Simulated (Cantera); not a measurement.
An adiabatic, constant-volume homogeneous reactor starts with 13.5 % CH₄, 0.418 % H₂, 18.1 % O₂, 68.1 % N₂, equivalence ratio 1.5, at 1450 K and 750 Torr.

Computed with Cantera and GRI-Mech 3.0 (53 species, 325 reactions).

Problem. Predict: time of steepest temperature rise; temperature at 0.500 s; equilibrium temperature; x(H₂) at 0.500 s; x(O₂) at 0.500 s; x(NO) at 0.500 s; x(CH₂O) at 0.500 s.

Solution. 
| Quantity | Value |
|---|---|
| time of steepest temperature rise | 1.87 ms |
| temperature at 0.500 s | 2895 K |
| equilibrium temperature | 2895 K |
| x(H₂) at 0.500 s | 0.0749 (gas-phase equilibrium 0.0749) |
| x(O₂) at 0.500 s | 0.00185 (gas-phase equilibrium 0.00185) |
| x(NO) at 0.500 s | 0.00346 (gas-phase equilibrium 0.00346) |
| x(CH₂O) at 0.500 s | 6.32e-9 (gas-phase equilibrium 6.32e-9) |
